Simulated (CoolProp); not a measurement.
R227EA at 293.15 K and 0.0221 MPa is compressed adiabatically to 0.161 MPa with isentropic efficiency 0.6. Each further row changes one setting.

Model: reference Helmholtz-energy equation of state, Lemmon 2016, in CoolProp.

| case | work (kJ/kg) | final temperature (K) | final density (kg/m³) |
|---|---|---|---|
| as stated | 49.7 | 353.8 | 9.53 |
| efficiency 1 | 29.8 | 331.2 | 10.2 |
| efficiency 0.65 | 45.9 | 349.5 | 9.66 |
